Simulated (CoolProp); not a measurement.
The numbers come from the reference Helmholtz-energy equation of state, Schroeder 2014 in CoolProp.

For ethanol, give the phase and the cv (kJ/(kg K)), Joule-Thomson coefficient (K/MPa) at 326.15 °C and 0.732 bar; 141.45 °C and 0.874 bar.


- 326.15 °C and 0.732 bar: gas; cv 2.17, Joule-Thomson coefficient 5.01
- 141.45 °C and 0.874 bar: gas; cv 1.66, Joule-Thomson coefficient 28.0
